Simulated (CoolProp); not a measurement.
Vapour-liquid equilibrium of trans-2-butene (1) + acetone (2) at 86.65 °C; x and y are mole fractions of (1).

Model: multi-fluid Helmholtz-energy mixture model, Lemmon 2005 and Lemmon 2006; pair parameters Bell 2016, in CoolProp.

```csv
x,"bubble pressure, mixture model (MPa)","bubble pressure, Raoult's law (MPa)","y, mixture model","y, Raoult's law"
0.05,0.3581,0.3048,?,0.188
0.2,?,0.4378,0.609,0.524
0.35,?,0.5708,0.723,0.703
0.5,0.8891,0.7038,?,0.815
0.65,?,0.8369,0.835,0.891
0.8,1.057,0.9699,?,0.946
0.95,1.128,1.103,0.965,0.988
```

Problem. Complete the blanks.

Solution. 
- 0.05, y, mixture model: 0.286
- 0.2, bubble pressure, mixture model (MPa): 0.6015
- 0.35, bubble pressure, mixture model (MPa): 0.7718
- 0.5, y, mixture model: 0.786
- 0.65, bubble pressure, mixture model (MPa): 0.9782
- 0.8, y, mixture model: 0.888

The largest gap from Raoult's law is +37.4 % in bubble pressure, at x = 0.2. No azeotrope shows between x = 0.05 and 0.95.

The pair parameters rest on a limited set of measurements; away from them the model extrapolates.
